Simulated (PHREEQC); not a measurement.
0.023 g of hydrous ferric oxide (600 m²/g; 0.2 weak and 0.005 strong sites per Fe, Dzombak-Morel constants, diffuse double layer) in 1 kg of water with 0.05 mol/kgw of an inert sodium salt and 1e-07 mol PbCl2, 9e-05 mol BaCl2 and 1.3e-07 mol CaCl2, at 25 °C; the pH is set by adding NaOH or the inert anion's acid. O2 is buffered at 0.21 atm. CO2 from the air is kept out. Precipitation was switched off in this run.

The series has 13 steps of pH, from 4 to 10.

All values are PHREEQC results (ion-association model, wateq4f.dat), not measurements.

Q: Near which pH is half of the Pb sorbed, and on which side is more sorbed?

A: Near pH 4.6, with more sorbed at higher pH.

Q: Near which pH is half of the Ca sorbed, and on which side is more sorbed?

A: Near pH 9.6, with more sorbed at higher pH.

Species that the database lacks are ignored.
